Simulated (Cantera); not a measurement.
An adiabatic, constant-pressure homogeneous reactor starts with 4.35 % CO, 0.196 % H₂, 2.57 % CH₄, 19.0 % O₂, 71.4 % N₂, 2.44 % H₂O, equivalence ratio 0.39, at 1525 K and 13.0 bar.

Detailed kinetics in Cantera: GRI-Mech 3.0 (53 species, 325 reactions). The pressure lies above the range GRI-Mech 3.0 was tuned for (to about 10 atm).

One state of this run: T (K) = 2347; x CO = 0.000905; x H₂ = 0.000175; x CH₄ = <1e-12; x HCN = <1e-12; x N₂O = 2.32e-6; x HO₂ = 9.77e-6. x: mole fraction; the columns are a selection and need not sum to one.

Question: Which value of t (s) does it belong to?
(A) 3.40e-6
(B) 8.00
(C) 3.92e-5
(D) 1.15e-5

Answer: B, 8.00
